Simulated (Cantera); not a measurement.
Feed: 1 mol CH₃SiCl₃, 0.06 mol C₂H₄, 11 mol H₂, held at 852 °C and 0.170 bar.

These are equilibrium values from Cantera (NASA tables, ideal gas, pure condensed phases), not measurements of a reactor. Candidate condensed phases: C, C₆H₆, C₇H₈, C₈H₁₈, Si, SiC; 109 gas species. The feed counts by its element totals alone. The tables' values for SiCl₃ are old estimates; treat these amounts as uncertain. Rates play no part.

Base state: H₂ 0.828, HCl 0.152, SiCl₄ 0.0149, CH₄ 0.00336, SiHCl₃ 0.00141, SiCl₃ 0.000272, SiCl₂ 6.11e-5, SiH₂Cl₂ 1.64e-5 (mole fractions); condensed: C(graphite) + SiC(s).

Problem. What changes in the equilibrium state with this change: pressure from 0.170 bar to 0.400 bar?

Solution. 
| species | before | after |
|---|---|---|
| H₂ | 0.828 | 0.837 |
| HCl | 0.152 | 0.132 |
| SiCl₄ | 0.0149 | 0.0198 |
| CH₄ | 0.00336 | 0.00809 |
| SiH₂Cl₂ | 1.64e-5 | 2.92e-5 |
| SiHCl₃ | 0.00141 | 0.00217 |
| SiCl₂ | 6.11e-5 | 4.59e-5 |
| C(graphite), mol | 0.304 | 0.314 |
| SiC(s), mol | 0.770 | 0.695 |

Problem. What changes in the equilibrium state with this change: CH₃SiCl₃ replaced by SiH₄?

Solution. 
```csv
species,before,after
H₂,0.828,1.000
CH₄,0.00336,5.07e-6
HCl,0.152,0
SiCl₄,0.0149,0
SiHCl₃,0.00141,0
SiCl₃,0.000272,0
"C(graphite), mol",0.304,0
"SiC(s), mol",0.770,0.120
"Si(s), mol",0,0.880
```
Mutual solubility and eutectic melting of coexisting phases are not modelled.
